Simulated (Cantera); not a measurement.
An adiabatic, constant-volume homogeneous reactor starts with 19.1 % CH4, 1.40 % C2H6, 17.3 % O2, 62.2 % N2, at 1723 K and 1.01 bar.

Detailed kinetics in Cantera: GRI-Mech 3.0 (53 species, 325 reactions).

Q: Predict: time of steepest temperature rise; temperature at 0.200 s; equilibrium temperature; x(O2) at 0.200 s; x(H2O) at 0.200 s; x(H2) at 0.200 s.

A: 
```json
{
 "time_of_steepest_temperature_rise": "72.9 µs",
 "temperature at 0.200 s": "2702 K",
 "equilibrium_temperature": "2702 K",
 "x(O2) at 0.200 s": "1.50e-5 (gas-phase equilibrium 1.50e-5)",
 "x(H2O) at 0.200 s": "0.0872 (gas-phase equilibrium 0.0872)",
 "x(H2) at 0.200 s": "0.234 (gas-phase equilibrium 0.234)"
}
```
